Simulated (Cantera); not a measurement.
Cantera run:

```python
import numpy as np
import cantera as ct

gas_names = """
    H H2 N NH NH2 NH3 N2 N2H2 N2H4 Si SiH SiH2 SiH3 SiH4 SiN Si2 Si2N Si3
""".split()
cond_names = """
    Si(cr) Si(L) Si3N4(a)
""".split()


# ... load() reads the species with a 1 bar reference pressure and builds the phases ...
atoms = {
    'trisilylamine': {'Si': 3, 'N': 1, 'H': 9},
    'N2': {'N': 2},
}
top_T = {'Si3N4(a)': 2400}  # K; cautious upper limits of use, not melting points


# ... equilibrate(T, P, feed) seeds the gas with the atoms and calls Mixture.equilibrate('TP', solver="vcs", rtol=1e-11, max_steps=5000) ...
results = []
feed = {'trisilylamine': 1, 'N2': 35}  # mol
P = 82  # Pa
for T in [1748, 1773, 1798, 1823, 1848, 1873, 1898, 1923, 1948, 1973, 1998]:
    mix = equilibrate(T, P, feed)
    results.append((T, P, feed, dict(zip(mix.species_names, mix.species_moles))))

top = {s: max(r[3][s] / sum(r[3][g] for g in gas_names) for r in results) for s in gas_names}
cols = sorted((s for s in top if top[s] > 1e-06), key=lambda s: -top[s])[:6]
seen = [c for c in cond_names if any(r[3].get(c, 0) > 1e-12 for r in results)]
print("log10 of partial pressures in bar; condensed amounts in mol")
print(f"{'T/K':>10s}" + "".join(f"{s[:9]:>10s}" for s in cols + seen))
for T, P, feed, n in results:
    ng = sum(n[g] for g in gas_names)
    print(f"{T:10.4g}" + "".join(f"{np.log10(max(n[s] / ng * P / 1e5, 1e-99)):10.3f}" for s in cols)
          + "".join(f"{n.get(c, 0):10.4g}" for c in seen))
```

Result:

```
log10 of partial pressures in bar; condensed amounts in mol
       T/K        N2        H2        Si         H       Si2      Si2N     Si(L)
      1748    -3.139    -4.042    -5.837    -5.662    -8.126    -7.460     2.922
      1773    -3.140    -4.043    -5.672    -5.568    -7.926    -7.341     2.887
      1798    -3.141    -4.046    -5.511    -5.476    -7.732    -7.225     2.837
      1823    -3.142    -4.048    -5.355    -5.388    -7.544    -7.113     2.766
      1848    -3.143    -4.052    -5.203    -5.302    -7.360    -7.004     2.669
      1873    -3.145    -4.056    -5.055    -5.218    -7.182    -6.898     2.534
      1898    -3.147    -4.062    -4.911    -5.138    -7.008    -6.796     2.349
      1923    -3.150    -4.069    -4.770    -5.060    -6.839    -6.696     2.097
      1948    -3.154    -4.077    -4.634    -4.985    -6.674    -6.600     1.754
      1973    -3.159    -4.088    -4.501    -4.914    -6.514    -6.507     1.289
      1998    -3.166    -4.101    -4.371    -4.845    -6.358    -6.418    0.6598
```

These are equilibrium values from Cantera (NASA tables, ideal gas, pure condensed phases), not measurements of a reactor. The feed counts by its element totals alone. The tables' values for SiN are old estimates; treat these amounts as uncertain. Gases not in the tables: Si2H6 and higher silanes.
